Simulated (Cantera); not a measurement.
Mixture: 8.42 % CH₄, 12.0 % O₂, 76.9 % N₂, 2.61 % CO₂, at 20.7 atm, adiabatic and at constant volume. Ignition delay is the time to a rise of 400 K.

Computed with Cantera and GRI-Mech 3.0 (53 species, 325 reactions). The pressure lies above the range GRI-Mech 3.0 was tuned for (to about 10 atm).

**Question.** Predict: delay at 1075 K; delay at 1175 K; delay at 1275 K; delay at 1375 K; delay at 1475 K; apparent activation energy between 1425 and 1525 K.

**Answer.** 
```json
{
  "delay at 1075 K": "19.0 ms",
  "delay at 1175 K": "5.08 ms",
  "delay at 1275 K": "1.64 ms",
  "delay at 1375 K": "0.590 ms",
  "delay at 1475 K": "0.227 ms",
  "apparent activation energy between 1425 and 1525 K": "170 kJ/mol"
}
```
